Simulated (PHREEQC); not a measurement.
0.13 g of hydrous ferric oxide (600 m²/g; 0.2 weak and 0.005 strong sites per Fe, Dzombak-Morel constants, diffuse double layer) in 1 kg of water with 0.01 mol/kgw of an inert sodium salt and 9.1e-06 mol/kgw MnCl2, at 25 °C; the pH is set by adding NaOH or the inert anion's acid. The system is closed to oxygen. CO2 from the air is kept out. No solid was allowed to form.

All values are PHREEQC results (ion-association model, wateq4f.dat), not measurements.

| pH | Mn sorbed (%) | surface charge σ (C/m²) | surface potential ψ (mV) |
|---|---|---|---|
| 4 | 0.0 | 0.216 | 185 |
| 4.5 | 0.0 | 0.160 | 170 |
| 5 | 0.0 | … | 152 |
| 5.5 | 0.3 | … | … |
| 6.5 | … | 0.031 | 87 |
| 7 | 42.2 | 0.018 | … |
| 7.5 | 73.6 | 0.009 | 36 |
| 8 | 93.5 | 0.002 | 9 |
| 8.5 | 99.1 | -0.004 | … |
| 9 | 99.9 | … | -46 |
| 9.5 | 100.0 | -0.022 | -72 |
| 10.5 | 100.0 | -0.061 | -120 |
| 11 | 100.0 | -0.095 | -140 |
| 11.5 | 100.0 | -0.144 | -157 |
| 12 | 100.0 | -0.218 | -166 |

Q: Fill in the missing entries.

A: 
- 5, surface charge σ (C/m²): 0.113
- 5.5, surface charge σ (C/m²): 0.077
- 5.5, surface potential ψ (mV): 132
- 6.5, Mn sorbed (%): 12.5
- 7, surface potential ψ (mV): 62
- 8.5, surface potential ψ (mV): -18
- 9, surface charge σ (C/m²): -0.012

Complexes and solids missing from the database can't appear.
